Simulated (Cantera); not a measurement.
An adiabatic, constant-volume homogeneous reactor starts with H₂ : O₂ : N₂ = 1 : 0.238 : 1.52 (molar parts), equivalence ratio 2.1, at 1400 K and 9.87 atm. Integrator tolerance rtol = 1e-08.

Detailed kinetics in Cantera: the H2/O2 subset of GRI-Mech 3.0, which has no nitrogen chemistry. The hydrogen kinetics of GRI-Mech 3.0 are dated; newer H2 mechanisms differ, most at raised pressure.

What does this change do: O2 0.238 to 0.072 parts?


| quantity | before | after |
|---|---|---|
| time of steepest temperature rise | 3.31 µs | 8.49 µs |
| temperature at 0.400 s | 2824 K | 1917 K |
| equilibrium temperature | 2824 K | 1917 K |
| x(H₂) at 0.400 s | 0.203 (gas-phase equilibrium 0.203) | 0.340 (gas-phase equilibrium 0.340) |
| x(O₂) at 0.400 s | 2.58e-5 (gas-phase equilibrium 2.58e-5) | 4.86e-11 (gas-phase equilibrium 4.86e-11) |
| x(O) at 0.400 s | 7.06e-5 (gas-phase equilibrium 7.06e-5) | 6.62e-10 (gas-phase equilibrium 6.62e-10) |
| x(OH) at 0.400 s | 0.00245 (gas-phase equilibrium 0.00245) | 2.07e-6 (gas-phase equilibrium 2.07e-6) |
| x(H₂O₂) at 0.400 s | 5.29e-8 (gas-phase equilibrium 5.29e-8) | 2.03e-12 (gas-phase equilibrium 2.03e-12) |

What does this change do: H2 1 to 0.32 parts?


| quantity | before | after |
|---|---|---|
| time of steepest temperature rise | 3.31 µs | 3.40 µs |
| temperature at 0.400 s | 2824 K | 2659 K |
| equilibrium temperature | 2824 K | 2659 K |
| x(H₂) at 0.400 s | 0.203 (gas-phase equilibrium 0.203) | 0.00237 (gas-phase equilibrium 0.00237) |
| x(O₂) at 0.400 s | 2.58e-5 (gas-phase equilibrium 2.58e-5) | 0.0388 (gas-phase equilibrium 0.0388) |
| x(O) at 0.400 s | 7.06e-5 (gas-phase equilibrium 7.06e-5) | 0.00143 (gas-phase equilibrium 0.00143) |
| x(OH) at 0.400 s | 0.00245 (gas-phase equilibrium 0.00245) | 0.00932 (gas-phase equilibrium 0.00932) |
| x(H₂O₂) at 0.400 s | 5.29e-8 (gas-phase equilibrium 5.29e-8) | 1.27e-6 (gas-phase equilibrium 1.27e-6) |
